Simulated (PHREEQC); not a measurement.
Consider water at 25 °C with 3.5 mol H2SO4 and 0.0088 mol Na2B4O7 per kg of water. It is in equilibrium with CO2 at log p = -1 (atm). Otherwise closed; pH follows from the charge balance.

Computed with PHREEQC (Pitzer model, pitzer.dat).

Precipitation was switched off in this run.

Predict the pH.

pH -1.34.

In which forms is S present?

HSO4- 79 %, SO4-2 21 % of the S.

In brines, pH and single-ion activities rest on the MacInnes convention.
